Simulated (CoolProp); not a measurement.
Vapour pressure (MPa) of R152A: the reference equation beside estimates from Tc = 113.3 °C, pc = 4.517 MPa, ω = 0.275. Clausius-Clapeyron is anchored at -54.55 °C with a constant enthalpy of vaporisation of 23.48 kJ/mol.

Model: reference Helmholtz-energy equation of state, Outcalt 1996, in CoolProp. It is a modified Benedict-Webb-Rubin equation, recast in Helmholtz form.

```csv
T (°C),reference,Clausius-Clapeyron,Redlich-Kwong,Soave-Redlich-Kwong,Peng-Robinson
-93.05,0.001152,0.001328,0.003644,0.001049,0.001169
-85.35,0.002304,0.002526,0.006822,0.002122,0.002322
-77.65,0.004324,0.004567,0.01200,0.004027,0.004336
-69.95,0.007677,0.007894,0.01999,0.007223,0.007670
-62.25,0.01298,0.01311,0.03177,0.01233,0.01294
-54.55,0.02101,0.02101,0.04849,0.02014,0.02091
-46.85,0.03274,0.03260,0.07139,0.03164,0.03256
-39.15,0.04932,0.04916,0.1019,0.04802,0.04904
-31.45,0.07208,0.07220,0.1413,0.07066,0.07167
-23.75,0.1026,0.1035,0.1913,0.1011,0.1020
-16.05,0.1424,0.1453,0.2535,0.1412,0.1417
-8.25,0.1943,0.2008,0.3303,0.1935,0.1934
-0.55,0.2588,0.2714,0.4216,0.2589,0.2579
7.15,0.3388,0.3607,0.5298,0.3402,0.3379
14.85,0.4365,0.4722,0.6563,0.4398,0.4358
```

Absolute difference from the reference over all 15 rows, mean and median: Clausius-Clapeyron 4.1 and 2.8 %, Redlich-Kwong 116.7 and 106.6 %, Soave-Redlich-Kwong 3.4 and 2.6 %, Peng-Robinson 0.5 and 0.5 %.
